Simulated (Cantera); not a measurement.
## Diamond growth

A diamond (100) surface in a fixed gas of H2 with x(CH4) = 0.0024, x(CH3) = 0.0019, at 1200 K, 41.3 Torr; coverages are run to steady state.

Detailed kinetics in Cantera: the Harris–Goodwin 1993 mechanism for the reconstructed diamond (100) surface.

| x(H) | growth (µm/h) | θ c6HH | θ c6H* | θ c6*H | θ c6** | θ c6HM |
|---|---|---|---|---|---|---|
| 0.0001 | 0.939 | 0.594 | 0.0259 | 0.332 | 0.00252 | 0.0177 |
| 0.00022 | 2.40 | 0.514 | 0.0308 | 0.395 | 0.00558 | 0.0222 |
| 0.00048 | 5.31 | 0.466 | 0.0337 | 0.431 | 0.0104 | 0.0260 |
| 0.0011 | 11.1 | 0.439 | 0.0352 | 0.450 | 0.0166 | 0.0287 |
| 0.0023 | 20.0 | 0.428 | 0.0359 | 0.459 | 0.0217 | 0.0290 |
| 0.0051 | 35.2 | 0.424 | 0.0365 | 0.467 | 0.0257 | 0.0260 |
| 0.011 | 55.2 | 0.426 | 0.0372 | 0.474 | 0.0281 | 0.0202 |
| 0.024 | 76.4 | 0.429 | 0.0378 | 0.481 | 0.0297 | 0.0133 |
| 0.053 | 93.7 | 0.432 | 0.0386 | 0.486 | 0.0306 | 0.00752 |
θ: site fractions in the mechanism's names (c6HH fully hydrogenated, c6H* and c6*H radical sites, c6** diradical, c6HM methylated).
